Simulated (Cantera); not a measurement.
## Fe2O3 + H2 + N2 (hydrogen reduction and annealing atmospheres)

A closed system holds: 1 mol Fe2O3, 58 mol H2, 1.6 mol N2, held at 1773.15 K and 3.10 bar.

Equilibrium computed with Cantera from the NASA thermochemical tables; the gas is ideal and each condensed phase is pure. Candidate condensed phases: Fe, FeO, Fe(OH)2, Fe(OH)3, Fe2O3, Fe3O4, H2O; 27 gas species. Equilibrium is a limit: real reactors are often held back by kinetics, nucleation or transport.

The x(H2) is 0.923. The x(H2O) comes out as 0.0503 and the x(N2) is 0.0268. The x(H) is 0.000155 and the x(NH3) is 1.39e-5. The x(Fe) is 6.39e-6 and the n(Fe(δ)) is 2.00 mol. The gas amount is 59.60 mol.
